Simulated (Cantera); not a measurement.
A counterflow diffusion flame at 1.00 bar, nozzles 20 mm apart: fuel side 55.9 % C₃H₈, 44.1 % N₂ at 525 K, oxidiser side 20.0 % O₂, 80.0 % N₂ at 350 K, fuel mass flux 0.97 times the oxidiser's; mixture-averaged transport, no radiation.

Model: GRI-Mech 3.0 (53 species, 325 reactions), integrated in Cantera. GRI-Mech 3.0 was tuned for natural gas; its chemistry of propane as a main component is partial and can be far from experiment. GRI-Mech 3.0 has no aromatics or soot, which form on the fuel side of real flames. The maximum strain rate includes the flame's own expansion and is several times the mean.

x: mole fraction; the columns are a selection and need not sum to one.

```json
[
 {"oxidiser flux (kg/m²/s)": "0.25", "max strain (1/s)": "158", "mean strain (1/s)": "26.9", "T max (K)": "1949", "peak x OH": "0.00523", "peak x H": "0.00323", "peak x NO": "0.000196", "peak x CO": "0.0507", "peak x C₂H₂": "0.0304"},
 {"oxidiser flux (kg/m²/s)": "0.34", "max strain (1/s)": "207", "mean strain (1/s)": "36.6", "T max (K)": "1930", "peak x OH": "0.00519", "peak x H": "0.00343", "peak x NO": "0.000183", "peak x CO": "0.0509", "peak x C₂H₂": "0.0287"},
 {"oxidiser flux (kg/m²/s)": "0.47", "max strain (1/s)": "276", "mean strain (1/s)": "50.6", "T max (K)": "1911", "peak x OH": "0.00513", "peak x H": "0.00363", "peak x NO": "0.000168", "peak x CO": "0.0512", "peak x C₂H₂": "0.0269"},
 {"oxidiser flux (kg/m²/s)": "0.64", "max strain (1/s)": "364", "mean strain (1/s)": "68.9", "T max (K)": "1894", "peak x OH": "0.00506", "peak x H": "0.00381", "peak x NO": "0.000151", "peak x CO": "0.0516", "peak x C₂H₂": "0.0252"},
 {"oxidiser flux (kg/m²/s)": "0.87", "max strain (1/s)": "480", "mean strain (1/s)": "93.7", "T max (K)": "1874", "peak x OH": "0.00494", "peak x H": "0.00396", "peak x NO": "0.000133", "peak x CO": "0.0522", "peak x C₂H₂": "0.0234"},
 {"oxidiser flux (kg/m²/s)": "1.2", "max strain (1/s)": "642", "mean strain (1/s)": "129", "T max (K)": "1851", "peak x OH": "0.00476", "peak x H": "0.00407", "peak x NO": "0.000111", "peak x CO": "0.0530", "peak x C₂H₂": "(withheld)"},
 {"oxidiser flux (kg/m²/s)": "1.6", "max strain (1/s)": "834", "mean strain (1/s)": "172", "T max (K)": "1826", "peak x OH": "0.00451", "peak x H": "0.00410", "peak x NO": "8.91e-5", "peak x CO": "0.0542", "peak x C₂H₂": "(withheld)"},
 {"oxidiser flux (kg/m²/s)": "2.2", "max strain (1/s)": "1110", "mean strain (1/s)": "237", "T max (K)": "1792", "peak x OH": "0.00412", "peak x H": "0.00401", "peak x NO": "6.34e-5", "peak x CO": "0.0559", "peak x C₂H₂": "(withheld)"},
 {"oxidiser flux (kg/m²/s)": "3", "max strain (1/s)": "1480", "mean strain (1/s)": "323", "T max (K)": "1747", "peak x OH": "0.00356", "peak x H": "0.00371", "peak x NO": "3.76e-5", "peak x CO": "0.0582", "peak x C₂H₂": "(withheld)"}
]
```

Question: Complete the blanks.

Answer: 
- 1.2, peak x C₂H₂: 0.0212
- 1.6, peak x C₂H₂: 0.0190
- 2.2, peak x C₂H₂: 0.0160
- 3, peak x C₂H₂: 0.0123
